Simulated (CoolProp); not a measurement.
Vapour-liquid equilibrium of n-butane (1) + benzene (2) at 0.534 MPa; x and y are mole fractions of (1).

Values from CoolProp's multi-fluid Helmholtz-energy mixture model, Bücker 2006 and Thol 2012; pair parameters Bell 2016.

Problem. Give the bubble temperature and the first vapour's composition at x = 0.05, 0.65, 0.8. Is there an azeotrope?

Solution. x = 0.05: 134.0 °C, y = 0.241; x = 0.65: 66.6 °C, y = 0.939; x = 0.8: 60.4 °C, y = 0.966. No azeotrope shows between x = 0.05 and 0.95.

The pair parameters rest on a limited set of measurements; away from them the model extrapolates.
